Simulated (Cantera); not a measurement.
A closed system holds: 1 mol Cr, 1.2 mol N₂O, 14 mol H₂, 0.41 mol N₂, equilibrated at 602 °C and 0.133 bar.

Cantera equilibrium calculation (NASA polynomials, part measured and part estimated; ideal gas, pure solids and liquids). Candidate condensed phases: Cr, CrN, Cr₂N, Cr₂O₃, H₂O; 29 gas species. Rates play no part.

Base state: H₂ 0.903, N₂ 0.0973, NH₃ 5.32e-5, H₂O 1.71e-5 (mole fractions); condensed: CrN(s) + Cr₂O₃(s).

Problem. What changes in the equilibrium state with this change: temperature from 602 °C to 1075 °C?

Solution. 
```tsv
species	before	after
H₂	0.903	0.899
N₂	0.0973	0.100
H₂O	1.71e-5	0.000414
NH₃	5.32e-5	3.71e-6
CrN(s), mol	0.200	0
Cr₂O₃(s), mol	0.400	0.398
Cr₂N(s), mol	0	0.102
```
Mutual solubility and eutectic melting of coexisting phases are not modelled.

Problem. What changes in the equilibrium state with this change: temperature from 602 °C to 1575 °C?

Solution. 
```csv
species,before,after
H₂,0.903,0.887
N₂,0.0973,0.103
H₂O,1.71e-5,0.00713
Cr,<1e-9,0.00134
H,<1e-9,0.00137
NH₃,5.32e-5,9.47e-7
"CrN(s), mol",0.200,0
"Cr₂O₃(s), mol",0.400,0.363
"Cr(s), mol",0,0.253
```
Mutual solubility and eutectic melting of coexisting phases are not modelled.
